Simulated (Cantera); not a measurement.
A Cantera script and what it prints.

```python
import numpy as np
import cantera as ct

gas_names = [...]  # 50 gases of nasa_gas.yaml made of F, H, Mg, N, O
cond_names = """
    H2O(s) H2O(L) Mg(cr) Mg(L) MgF2(s) MgF2(L) MgO(s) MgO(L) MgO2H2(s)
""".split()


# ... load() reads the species with a 1 bar reference pressure and builds the phases ...
atoms = {
    'MgO': {'Mg': 1, 'O': 1},
    'NF3': {'N': 1, 'F': 3},
    'H2': {'H': 2},
}
top_T = {}  # K; cautious upper limits of use, not melting points


# ... equilibrate(T, P, feed) seeds the gas with the atoms and calls Mixture.equilibrate('TP', solver="gibbs", rtol=1e-10, max_steps=50000) ...
results = []
feed = {'MgO': 1, 'NF3': 1.7, 'H2': 36}  # mol
P = 1000  # Pa
for T in [1048, 1123, 1198, 1273, 1348, 1423, 1498, 1573, 1648, 1723, 1798, 1873]:
    mix = equilibrate(T, P, feed)
    results.append((T, P, feed, dict(zip(mix.species_names, mix.species_moles))))

top = {s: max(r[3][s] / sum(r[3][g] for g in gas_names) for r in results) for s in gas_names}
cols = sorted((s for s in top if top[s] > 0.0001), key=lambda s: -top[s])[:8]
seen = [c for c in cond_names if any(r[3].get(c, 0) > 1e-12 for r in results)]
print("log10 of partial pressures in bar; condensed amounts in mol")
print(f"{'T/K':>10s}" + "".join(f"{s[:9]:>10s}" for s in cols + seen))
for T, P, feed, n in results:
    ng = sum(n[g] for g in gas_names)
    print(f"{T:10.4g}" + "".join(f"{np.log10(max(n[s] / ng * P / 1e5, 1e-99)):10.3f}" for s in cols)
          + "".join(f"{n.get(c, 0):10.4g}" for c in seen))
```

Output:

```
log10 of partial pressures in bar; condensed amounts in mol
       T/K        H2        HF       H2O        N2        Mg      MgF2         H       MgF   MgF2(s)    MgO(s)
      1048    -2.060    -3.093    -3.584    -3.655   -16.557    -9.921    -9.142   -14.967         1         0
      1123    -2.060    -3.093    -3.584    -3.655   -14.205    -8.652    -8.401   -12.985         1         0
      1198    -2.060    -3.093    -3.584    -3.655   -12.155    -7.548    -7.751   -11.257    0.9999         0
      1273    -2.062    -3.056    -3.653    -3.657   -10.427    -6.578    -7.178    -9.776    0.8557    0.1433
      1348    -2.066    -2.964    -3.953    -3.661    -9.018    -5.721    -6.669    -8.526    0.4265    0.5661
      1423    -2.069    -2.921    -4.299    -3.664    -7.683    -4.958    -6.212    -7.372    0.1538    0.8027
      1498    -2.071    -2.911    -4.467    -3.666    -6.625    -4.474    -5.800    -6.508         0    0.8654
      1573    -2.071    -2.919    -4.335    -3.666    -5.953    -4.355    -5.427    -6.027         0    0.8177
      1648    -2.072    -2.928    -4.207    -3.667    -5.353    -4.259    -5.086    -5.602         0    0.7553
      1723    -2.074    -2.937    -4.072    -3.667    -4.827    -4.193    -4.776    -5.236         0    0.6649
      1798    -2.077    -2.944    -3.915    -3.669    -4.380    -4.165    -4.492    -4.935         0    0.5175
      1873    -2.084    -2.950    -3.735    -3.672    -4.012    -4.175    -4.232    -4.697         0    0.2629
```

Cantera equilibrium calculation (NASA polynomials, part measured and part estimated; ideal gas, pure solids and liquids). Mutual solubility and eutectic melting of coexisting phases are not modelled. The tables' values for MgH are old estimates; treat these amounts as uncertain.
